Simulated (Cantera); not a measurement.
An adiabatic, constant-pressure homogeneous reactor starts with 5.56 % C3H8, 19.9 % O2, 74.6 % N2, equivalence ratio 1.4, at 1573 K and 10.0 bar.

Detailed kinetics in Cantera: GRI-Mech 3.0 (53 species, 325 reactions). GRI-Mech 3.0 was tuned for natural gas; its chemistry of propane as a main component is partial and can be far from experiment.

Problem. Predict: time of steepest temperature rise; temperature at 7.00 s; equilibrium temperature; x(O2) at 7.00 s; x(O) at 7.00 s; x(CO2) at 7.00 s.

Solution. 
| Quantity | Result |
|---|---|
| time of steepest temperature rise | 10.5 µs |
| temperature at 7.00 s | 2956 K |
| equilibrium temperature | 2956 K |
| x(O2) at 7.00 s | 0.00148 (gas-phase equilibrium 0.00148) |
| x(O) at 7.00 s | 0.00119 (gas-phase equilibrium 0.00119) |
| x(CO2) at 7.00 s | 0.0436 (gas-phase equilibrium 0.0436) |
